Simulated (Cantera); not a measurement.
Input: 1 mol C3H6, 3.6 mol H2, held at 1700 K and 0.720 Torr.

Cantera equilibrium calculation (NASA polynomials, part measured and part estimated; ideal gas, pure solids and liquids). Candidate condensed phases: C, C6H6, C7H8, C8H18; 76 gas species. Equilibrium is a limit: real reactors are often held back by kinetics, nucleation or transport.

Base state: H2 0.995, H 0.00474, C2H2 (acetylene) 7.30e-5 (mole fractions); condensed: C(graphite).

Task: What changes in the equilibrium state with this change: pressure from 0.720 Torr to 10.0 Torr?

Result: 
```json
[
 {"species": "H2", "before": "0.995", "after": "0.999"},
 {"species": "H", "before": "0.00474", "after": "0.00128"},
 {"species": "C2H2 (acetylene)", "before": "7.30e-5", "after": "7.33e-5"},
 {"species": "CH4", "before": "1.04e-6", "after": "1.46e-5"},
 {"species": "C(graphite), mol", "before": "3.00", "after": "3.00"}
]
```
